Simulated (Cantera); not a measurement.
Input: 1 mol Pb, a varied amount of CO, equilibrated at 13.3 mbar.

Method: chemical equilibrium by Gibbs-energy minimisation in Cantera with the NASA 1993 tables (ideal gas, pure condensed phases). Candidate condensed phases: C, Pb, PbO, PbO₂, Pb₃O₄; 15 gas species. Kinetics and transport are ignored.

Stable condensed phases, one row left out:

```
T in K \ n(CO) in mol
         0.36  1.4  2.4  3.5  4.5  5.6  6.6
   1873     A    A    A    A    A    A    A
   1798     A    A    A    A    A    A    A
   1723     A    A    A    A    A    A    A
   1648     A    A    A    A    A    A    A
   1573     A    A    A    A    A    A    A
   1498     A    A    A    A    A    A    A
   1423     A    A    A    A    A    A    A
   1348     B    B    A    A    A    A    A
   1198     C    C    C    C    C    C    C
   1123     C    C    C    C    C    C    C
```

A: gas only; B: Pb; C: C + Pb.

Task: Give the row for 1273 K.

Result: 0.36: Pb; 1.4: Pb; 2.4: Pb; 3.5: Pb; 4.5: Pb; 5.6: Pb; 6.6: gas only.
